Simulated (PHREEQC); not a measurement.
PHREEQC input (ion-association model, phreeqc.dat):

```
SOLUTION 0
  temp 25
  units mmol/kgw
  pH 7 charge
  Cl 29.09
  Cd 0.54
  Ca 14
  O(0) 1 O2(g) -0.68
SOLUTION 1-40
  temp 25
  units mmol/kgw
  pH 7 charge
  Cl 66.11
  Li 1.1
  Ba 19
  Na 27
  O(0) 1 O2(g) -0.68
END
EXCHANGE 1-40
  X 0.034
  -equilibrate 1
END
SELECTED_OUTPUT 1
  -reset false
  -pH true
  -pe true
  -ionic_strength true
  -water true
  -step true
  -totals Ba Ca Cd Cl Li Na
  -molalities NaX CaX2 LiX BaX2 CdX2
  -saturation_indices Halite Cd(OH)2
PRINT
  -reset false
TRANSPORT
  -cells 40
  -shifts 198
  -lengths 0.005
  -time_step 3600
  -dispersivities 0.016
  -boundary_conditions flux flux
  -correct_disp true
  -punch_cells 40
  -punch_frequency 6
END
```

Selected output (columns that matter, 18 of 34 rows; pore volumes added in front):

```
pore volumes	pH	mu	Ba	Ca	Cd	Cl	Li	Na	m_NaX	m_CaX2	m_LiX	m_BaX2	si_Halite	si_Cd(OH)2
0	5.0798	0.08511	0.019	0	0	0.06611	0.0011	0.027	0.0022545	0	7.6396e-05	0.015835	-4.5273	-1000
0.3125	5.0798	0.085045	0.018986	4.4455e-08	1.3672e-07	0.06606	0.001099	0.026978	0.0022535	2.8781e-08	7.6359e-05	0.015835	-4.5279	-11.35
0.6125	5.0782	0.078878	0.017813	7.246e-05	2.7516e-05	0.061007	0.00098022	0.024191	0.0020882	5.0097e-05	7.0377e-05	0.015865	-4.6047	-9.0182
0.9125	5.0736	0.063919	0.014995	0.00069291	0.00012081	0.048286	0.00063974	0.016019	0.0014962	0.00056085	4.9698e-05	0.015635	-4.8714	-8.2974
1.2125	5.0694	0.052504	0.012357	0.0020577	0.00022781	0.038168	0.0003348	0.0085387	0.00084892	0.0018871	2.7686e-05	0.0146	-5.2347	-7.9477
1.5125	5.0669	0.046809	0.010092	0.0039221	0.00032193	0.032883	0.00015557	0.004045	0.00041667	0.0038614	1.3329e-05	0.0128	-5.6176	-7.7529
1.8125	5.0658	0.044436	0.008042	0.0059137	0.00039543	0.030574	6.7699e-05	0.0017946	0.00018894	0.0060823	5.9285e-06	0.010655	-5.9997	-7.6424
2.1125	5.0653	0.043527	0.0062347	0.0077407	0.00044732	0.02965	2.8378e-05	0.00076667	8.2048e-05	0.0082262	2.526e-06	0.0085356	-6.3816	-7.58
2.4125	5.0651	0.04319	0.0047247	0.0092716	0.00048142	0.029297	1.1636e-05	0.00032029	3.474e-05	0.01012	1.0497e-06	0.0066437	-6.7657	-7.5446
2.5625	5.0651	0.043112	0.0040848	0.0099178	0.00049346	0.029215	7.4108e-06	0.00020589	2.2461e-05	0.010951	6.7243e-07	0.0058106	-6.9588	-7.5331
2.8625	5.065	0.043036	0.0030196	0.010989	0.00051048	0.029136	2.9846e-06	8.4462e-05	9.3049e-06	0.012375	2.7349e-07	0.0043807	-7.3471	-7.5175
3.1625	5.065	0.043006	0.0022051	0.011804	0.00052108	0.029106	1.1942e-06	3.4416e-05	3.821e-06	0.013501	1.1028e-07	0.0032489	-7.7375	-7.5083
3.4625	5.0649	0.042993	0.0015941	0.012414	0.00052771	0.029096	4.7583e-07	1.3963e-05	1.5595e-06	0.014368	4.4202e-08	0.0023769	-8.1294	-7.5027
3.7625	5.0649	0.042986	0.0011428	0.012863	0.00053192	0.029092	1.8908e-07	5.6495e-06	6.3379e-07	0.015022	1.7644e-08	0.0017192	-8.5225	-7.4992
4.0625	5.0649	0.042982	0.00081335	0.013191	0.00053463	0.029091	7.5004e-08	2.2815e-06	2.5679e-07	0.015506	7.0218e-09	0.0012317	-8.9164	-7.4969
4.3625	5.0649	0.04298	0.00057535	0.013428	0.00053639	0.02909	2.9717e-08	9.202e-07	1.0382e-07	0.01586	2.7888e-09	0.00087547	-9.3107	-7.4955
4.6625	5.0649	0.042979	0.00040487	0.013597	0.00053756	0.02909	1.1765e-08	3.7084e-07	4.1912e-08	0.016116	1.106e-09	0.00061819	-9.7054	-7.4946
4.9625	5.0649	0.042978	0.00028364	0.013718	0.00053834	0.02909	4.6553e-09	1.4936e-07	1.6902e-08	0.016299	4.3817e-10	0.00043415	-10.1	-7.4939
```

Species that the database lacks are ignored.
